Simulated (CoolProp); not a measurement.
Values from CoolProp's reference Helmholtz-energy equation of state, de Reuck 1993.

### Question
For methanol, give the phase and the density (kg/m³), cp (kJ/(kg K)), expansivity (1/kK), viscosity (µPa s) at 77.85 °C and 3570 kPa.

### Answer
- 77.85 °C and 3570 kPa: liquid; density 739, cp 2.93, expansivity 1.37, viscosity 288

Viscosity comes from a separate model (Xiang 2006).
